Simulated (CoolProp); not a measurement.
A closed Brayton cycle with carbon dioxide: compressor inlet 327.15 K and 8.5 MPa, high pressure 15.8 MPa, turbine inlet 935 K, compressor efficiency 0.89, turbine efficiency 0.93, recuperator effectiveness 0.95 (on enthalpy, no pinch check). Each further row changes one setting.

The numbers come from the reference Helmholtz-energy equation of state, Span 1996 in CoolProp.

```tsv
case	thermal efficiency (%)	net work (kJ/kg)	compressor to turbine work	compressor exit (K)	turbine exit (K)
as stated	38.4	70.6	0.29	377.8	851.1
turbine inlet 885 K	37.0	65.0	0.30	377.8	804.1
compressor inlet 337.15 K	38.2	66.8	0.32	391.2	851.1
high pressure 13.4 MPa	35.6	53.3	0.27	364.1	873.0
recuperator effectiveness 0.5	16.3	70.6	0.29	377.8	851.1
```
